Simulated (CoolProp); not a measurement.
Vapour-liquid equilibrium of R22 (1) + c-C4F8 (RC318) (2) at 612 kPa; x and y are mole fractions of (1).

The numbers come from the multi-fluid Helmholtz-energy mixture model, Kamei 1995 and Platzer 1990; pair parameters Bell 2016 in CoolProp. This equation is an older, rougher fit; its heat capacities, sound speeds and derivatives of the liquid may be far off and weren't checked against measurements.

```json
[
 {"x": "0.05", "bubble temperature, mixture model (K)": "318.8", "bubble temperature, Raoult's law (K)": "317.4", "y, mixture model": "0.098", "y, Raoult's law": "0.139"},
 {"x": "0.125", "bubble temperature, mixture model (K)": "314.0", "bubble temperature, Raoult's law (K)": "312.6", "y, mixture model": "0.268", "y, Raoult's law": "0.309"},
 {"x": "0.2", "bubble temperature, mixture model (K)": "308.0", "bubble temperature, Raoult's law (K)": "308.2", "y, mixture model": "0.436", "y, Raoult's law": "0.443"},
 {"x": "0.275", "bubble temperature, mixture model (K)": "301.7", "bubble temperature, Raoult's law (K)": "304.3", "y, mixture model": "0.578", "y, Raoult's law": "0.552"},
 {"x": "0.35", "bubble temperature, mixture model (K)": "296.2", "bubble temperature, Raoult's law (K)": "300.7", "y, mixture model": "0.682", "y, Raoult's law": "0.640"},
 {"x": "0.425", "bubble temperature, mixture model (K)": "291.6", "bubble temperature, Raoult's law (K)": "297.5", "y, mixture model": "0.755", "y, Raoult's law": "0.712"},
 {"x": "0.5", "bubble temperature, mixture model (K)": "288.3", "bubble temperature, Raoult's law (K)": "294.5", "y, mixture model": "0.803", "y, Raoult's law": "0.773"},
 {"x": "0.575", "bubble temperature, mixture model (K)": "285.9", "bubble temperature, Raoult's law (K)": "291.8", "y, mixture model": "0.837", "y, Raoult's law": "0.824"},
 {"x": "0.65", "bubble temperature, mixture model (K)": "284.1", "bubble temperature, Raoult's law (K)": "289.3", "y, mixture model": "0.862", "y, Raoult's law": "0.867"},
 {"x": "0.725", "bubble temperature, mixture model (K)": "282.8", "bubble temperature, Raoult's law (K)": "287.0", "y, mixture model": "0.883", "y, Raoult's law": "0.903"},
 {"x": "0.8", "bubble temperature, mixture model (K)": "281.8", "bubble temperature, Raoult's law (K)": "284.8", "y, mixture model": "0.904", "y, Raoult's law": "0.935"},
 {"x": "0.875", "bubble temperature, mixture model (K)": "280.8", "bubble temperature, Raoult's law (K)": "282.8", "y, mixture model": "0.929", "y, Raoult's law": "0.962"},
 {"x": "0.95", "bubble temperature, mixture model (K)": "280.0", "bubble temperature, Raoult's law (K)": "280.9", "y, mixture model": "0.964", "y, Raoult's law": "0.986"}
]
```

The largest gap from Raoult's law is -6.2 K in bubble temperature, at x = 0.5. No azeotrope shows between x = 0.05 and 0.95.

The pair parameters rest on a limited set of measurements; away from them the model extrapolates. The gap from Raoult's law changes sign with composition, which may be real or a fault of the pair parameters; it wasn't checked against measurements.
